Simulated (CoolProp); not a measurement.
Vapour pressure (kPa) of c-C4F8 (RC318): the reference equation beside estimates from Tc = 115.2 °C, pc = 2778 kPa, ω = 0.355.

Computed with CoolProp (reference Helmholtz-energy equation of state, Platzer 1990). This equation is an older, rougher fit; its heat capacities, sound speeds and derivatives of the liquid may be far off and weren't checked against measurements.

| T (°C) | reference | Lee-Kesler | Redlich-Kwong | Soave-Redlich-Kwong |
|---|---|---|---|---|
| 23.25 | 295.4 | 295.8 | 483.8 | 296.2 |
| 26.25 | 325.2 | 325.7 | 521.7 | 326.3 |
| 29.35 | 358.3 | 358.8 | 563.0 | 359.8 |
| 32.45 | 393.9 | 394.4 | 606.6 | 395.8 |
| 35.55 | 432.1 | 432.6 | 652.4 | 434.4 |
| 38.55 | 471.7 | 472.1 | 698.9 | 474.5 |
| 41.65 | 515.4 | 515.7 | 749.3 | 518.8 |
| 44.75 | 562.0 | 562.3 | 802.2 | 566.2 |
| 47.75 | 610.1 | 610.3 | 855.8 | 615.0 |
| 50.85 | 663.0 | 663.0 | 913.6 | 668.8 |
| 53.95 | 719.2 | 719.0 | 974.1 | 726.0 |
| 57.05 | 778.8 | 778.6 | 1037 | 786.7 |
| 60.05 | 840.1 | 839.6 | 1101 | 849.0 |

Absolute difference from the reference over all 13 rows, mean and median: Lee-Kesler 0.1 and 0.1 %, Redlich-Kwong 46.2 and 45.4 %, Soave-Redlich-Kwong 0.7 and 0.7 %.
